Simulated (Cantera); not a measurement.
Cantera run:

```python
import numpy as np
import cantera as ct

gas_names = """
    AL ALH ALO ALOH ALO2 ALO2H AL2 AL2O AL2O2 H HALO HO2 H2 H2O H2O2 O OH O2 O3
""".split()
cond_names = """
    AL(cr) AL(L) AL2O3(a) AL2O3(L) H2O(s) H2O(L)
""".split()


# ... load() reads the species with a 1 bar reference pressure and builds the phases ...
atoms = {
    'Al': {'AL': 1},
    'O2': {'O': 2},
    'H2': {'H': 2},
}
top_T = {}  # K; cautious upper limits of use, not melting points


# ... equilibrate(T, P, feed) seeds the gas with the atoms and calls Mixture.equilibrate('TP', solver="vcs", rtol=1e-11, max_steps=5000) ...
results = []
feed = {'Al': 1, 'O2': 0.58, 'H2': 120}  # mol
T = 1325  # K
P = 100000  # Pa
mix = equilibrate(T, P, feed)
results.append((T, P, feed, dict(zip(mix.species_names, mix.species_moles))))
x = sorted(zip(gas.X, gas.species_names), reverse=True)
print(f"T = {T:g} K  P = {P:g} Pa  gas = {mix.phase_moles(0):.4g} mol")
print("   x: " + "  ".join(f"{s} {v:.3e}" for v, s in x if v > 0.0001))
print("   condensed (mol): " + ("  ".join(f"{mix.phase(i).name} {mix.phase_moles(i):.4g}"
      for i in range(1, mix.n_phases) if mix.phase_moles(i) > 1e-12) or "none"))
```

Result:

```
T = 1325 K  P = 100000 Pa  gas = 120 mol
   x: H2 1.000e+00
   condensed (mol): AL(L) 0.2264  AL2O3(a) 0.3867
```

Cantera equilibrium calculation (NASA polynomials, part measured and part estimated; ideal gas, pure solids and liquids). Mutual solubility and eutectic melting of coexisting phases are not modelled.
